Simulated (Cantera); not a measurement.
Charge: 1 mol SiH2Cl2, 11 mol N2, held at 527 °C and 240 Torr.

Method: chemical equilibrium by Gibbs-energy minimisation in Cantera with the NASA 1993 tables (ideal gas, pure condensed phases). Candidate condensed phases: NH4Cl, Si, Si3N4; 28 gas species. N2 is the only nitrogen source here; it is nearly inert below about 1500 K, so the nitride shown seldom forms there in practice. Kinetics and transport are ignored.

Base state: N2 0.857, HCl 0.0837, H2 0.0398, SiCl4 0.0199 (mole fractions); condensed: Si3N4(s).

**Question.** What changes in the equilibrium state with this change: temperature from 527 °C to 1000 °C?

**Answer.** 
```csv
species,before,after
N2,0.857,0.852
HCl,0.0837,0.105
H2,0.0398,0.0291
SiCl4,0.0199,0.0141
SiCl2,<1e-9,8.99e-5
SiCl3,5.25e-8,0.000440
"Si3N4(s), mol",0.252,0.273
```
The tables' values for SiCl3 are old estimates; treat these amounts as uncertain.

**Question.** What changes in the equilibrium state with this change: SiH2Cl2 replaced by SiHCl3?

**Answer.** 
| species | before | after |
|---|---|---|
| N2 | 0.857 | 0.883 |
| HCl | 0.0837 | 0.0579 |
| SiCl4 | 0.0199 | 0.0473 |
| H2 | 0.0398 | 0.0122 |
| Si3N4(s), mol | 0.252 | 0.142 |
